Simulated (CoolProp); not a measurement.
Properties of n-heptane along the isobar 56.6 bar.

Model: reference Helmholtz-energy equation of state, Span 2003, in CoolProp. It is a short technical equation, of lower accuracy than the large ones.

| T (K) | phase | density (kg/m³) | isothermal compressibility (1/MPa) | Prandtl number |
|---|---|---|---|---|
| 529.3 | liquid | 442.4 | 0.02516 | 3.19 |
| 535.2 | liquid | 431.9 | 0.02936 | 3.13 |
| 541.1 | liquid | 420.8 | 0.03455 | 3.06 |
| 547 | supercritical | 409.1 | 0.04101 | 3.00 |
| 552.9 | supercritical | 396.6 | 0.04908 | … |
| 558.8 | supercritical | 383.4 | 0.05917 | 2.87 |
| 564.6 | supercritical | 369.6 | 0.07150 | … |
| 570.5 | supercritical | 354.8 | … | 2.72 |
| 576.4 | supercritical | … | 0.1060 | 2.65 |
| 582.3 | supercritical | 322.7 | 0.1288 | 2.57 |
| 588.2 | supercritical | 305.7 | 0.1555 | 2.48 |
| 594.1 | supercritical | 288.3 | 0.1853 | 2.39 |
| 600 | supercritical | 270.8 | 0.2158 | 2.28 |

Question: Some entries are withheld; supply them.

Answer: 
- 552.9, Prandtl number: 2.93
- 564.6, Prandtl number: 2.80
- 570.5, isothermal compressibility (1/MPa): 0.08700
- 576.4, density (kg/m³): 339.1

Viscosity comes from a separate model (Michailidou 2014). Thermal conductivity comes from a separate model (Assael 2013).
